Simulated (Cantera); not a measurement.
Charge: 1 mol Ta, 0.68 mol CH4, 4.1 mol H2, held at 1198.15 K and 380 Pa.

These are equilibrium values from Cantera (NASA tables, ideal gas, pure condensed phases), not measurements of a reactor. Candidate condensed phases: C, C6H6, C7H8, C8H18, Ta, TaC; 77 gas species. Mutual solubility and eutectic melting of coexisting phases are not modelled. TaC: taken at fixed stoichiometry. Condensed phases not in the tables: Ta2C, N, O or C dissolved in the metal. Rates play no part.

Base state: H2 1.000 (mole fractions); condensed: Ta(s) + TaC(s).

### Question
What changes in the equilibrium state with this change: temperature from 1198.15 K to 1898.15 K?

### Answer
| species | before | after |
|---|---|---|
| H2 | 1.000 | 0.987 |
| H | 3.09e-6 | 0.0126 |
| Ta(s), mol | 0.320 | 0.320 |
| TaC(s), mol | 0.680 | 0.680 |
